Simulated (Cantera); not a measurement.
Input: 1 mol Si, 8.4 mol Cl₂, 0.49 mol H₂, equilibrated at 82.5 Torr.

Equilibrium computed with Cantera from the NASA thermochemical tables; the gas is ideal and each condensed phase is pure. Candidate condensed phases: Si; 19 gas species. The numbers say what is thermodynamically allowed, not how fast it happens. All values below are at 1100 K.

Base state: Cl₂ 0.746, SiCl₄ 0.126, HCl 0.124, Cl 0.00395 (mole fractions); condensed: gas only.

Task: What changes in the equilibrium state with this change: H₂ from 0.49 to 9.8 mol?

Result: 
```
species   before     after
-------  -------  --------
HCl        0.124     0.744
H₂         <1e-9     0.197
SiCl₄      0.126    0.0578
Cl₂        0.746     <1e-9
SiHCl₃     <1e-9  0.000226
Cl       0.00395   1.17e-7
SiCl₃    5.56e-9   8.58e-5
```
The tables' values for SiCl₃ are old estimates; treat these amounts as uncertain.
